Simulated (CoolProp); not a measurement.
Vapour-liquid equilibrium of dimethyl carbonate (1) + n-octane (2) at 4.26 bar; x and y are mole fractions of (1).

Values from CoolProp's multi-fluid Helmholtz-energy mixture model, Zhou 2011 and Beckmüller 2019; pair parameters Bell 2016.

Problem. Give the bubble temperature and the first vapour's composition at x = 0.2, 0.575, 0.875. Is there an azeotrope?

Solution. x = 0.2: 432.9 K, y = 0.505; x = 0.575: 418.2 K, y = 0.746; x = 0.875: 415.3 K, y = 0.880. y crosses x between x = 0.875 and 0.95: the model has an azeotrope there.

The pair parameters rest on a limited set of measurements; away from them the model extrapolates.
